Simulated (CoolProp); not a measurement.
Model: reference Helmholtz-energy equation of state, Lemmon 2016, in CoolProp.

**Question.** Give the vapour pressure (MPa), liquid density (kg/m³), vapour density (kg/m³), liquid cp (kJ/(kg K)) of saturated R365MFC at 350.7, 360.2, 393.1 K.

**Answer.** 
| T (K) | p (MPa) | liquid density (kg/m³) | vapour density (kg/m³) | liquid cp (kJ/(kg K)) |
|---|---|---|---|---|
| 350.7 | 0.329 | 1140 | 18.7 | 1.50 |
| 360.2 | 0.424 | 1110 | 24.0 | 1.53 |
| 393.1 | 0.925 | 1010 | 53.4 | 1.65 |
